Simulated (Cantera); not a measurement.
A closed system holds: 1 mol S, 0.042 mol H2, 1.7 mol O2, 3.4 mol H2O, held at 2.80 mbar.

Equilibrium computed with Cantera from the NASA thermochemical tables; the gas is ideal and each condensed phase is pure. Candidate condensed phases: H2O, H2SO4, S; 19 gas species. The numbers say what is thermodynamically allowed, not how fast it happens. All values below are at 1250 K.

Base state: H2O 0.672, SO2 0.195, O2 0.132, SO3 0.000654, OH 5.77e-5 (mole fractions); condensed: gas only.

**Question.** What changes in the equilibrium state with this change: S replaced by NF3?

**Answer.** 
```json
[
 {"species": "HF", "before": "0", "after": "0.381"},
 {"species": "O2", "before": "0.132", "after": "0.309"},
 {"species": "H2O", "before": "0.672", "after": "0.247"},
 {"species": "SO2", "before": "0.195", "after": "0"},
 {"species": "N2", "before": "0", "after": "0.0635"},
 {"species": "SO3", "before": "0.000654", "after": "0"},
 {"species": "NO", "before": "0", "after": "9.71e-5"},
 {"species": "OH", "before": "5.77e-5", "after": "4.32e-5"}
]
```
